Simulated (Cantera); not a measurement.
**Equilibrium for silicon oxide and oxynitride deposition: Si2H6 + H2O + H2**

A closed system holds: 1 mol Si2H6, a varied amount of H2O, 0.31 mol H2, held at 1373.15 K and 0.000760 bar.

These are equilibrium values from Cantera (NASA tables, ideal gas, pure condensed phases), not measurements of a reactor. Candidate condensed phases: H2O, Si, SiO2; 18 gas species. The feed counts by its element totals alone. Mutual solubility and eutectic melting of coexisting phases are not modelled. The tables hold silica as quartz up to 1696 K and as liquid above; real silica turns to tridymite and cristobalite and melts near 1996 K. Kinetics and transport are ignored.

From 0.59 mol H2O to 3.6 mol H2O the condensed part is Si(s) + SiO2(β-quartz). From 5.6 mol H2O to 22 mol H2O the condensed part is SiO2(β-quartz). The main Si-bearing gas is SiO throughout.

| n(H2O) (mol) | x H2 | x H2O | x SiO | x H | x OH | n Si(s) | n SiO2(β-quartz) |
|---|---|---|---|---|---|---|---|
| 0.59 | 0.946 | 7.06e-7 | 0.0543 | 0.000118 | 1.57e-12 | 1.59 | 0.183 |
| 0.92 | 0.946 | 7.06e-7 | 0.0543 | 0.000118 | 1.57e-12 | 1.42 | 0.339 |
| 1.4 | 0.946 | 7.06e-7 | 0.0543 | 0.000118 | 1.57e-12 | 1.16 | 0.565 |
| 2.3 | 0.946 | 7.06e-7 | 0.0543 | 0.000118 | 1.57e-12 | 0.689 | 0.989 |
| 3.6 | 0.946 | 7.06e-7 | 0.0543 | 0.000118 | 1.57e-12 | 0.00159 | 1.60 |
| 5.6 | 0.820 | 0.180 | 1.85e-7 | 0.000110 | 4.29e-7 | 0 | 2.00 |
| 8.9 | 0.599 | 0.401 | 6.05e-8 | 9.37e-5 | 1.12e-6 | 0 | 2.00 |
| 14 | 0.422 | 0.578 | 2.96e-8 | 7.87e-5 | 1.92e-6 | 0 | 2.00 |
| 22 | 0.289 | 0.711 | 1.65e-8 | 6.51e-5 | 2.86e-6 | 0 | 2.00 |
x: gas mole fraction; n: condensed amount in mol.
